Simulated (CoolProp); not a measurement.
Computed with CoolProp (reference Helmholtz-energy equation of state, Eisenbach 2021).

**Question.** For propylene glycol, give the phase and the density (kg/m³), cv (kJ/(kg K)), fugacity coefficient at 486.1 K and 196 bar; 267.4 K and 7.45 bar; 303.1 K and 26.6 bar.

**Answer.** 
- 486.1 K and 196 bar: liquid; density 889, cv 2.90, fugacity coefficient 0.0155
- 267.4 K and 7.45 bar: liquid; density 1060, cv 2.01, fugacity coefficient 1.07e-6
- 303.1 K and 26.6 bar: liquid; density 1030, cv 2.19, fugacity coefficient 1.11e-5
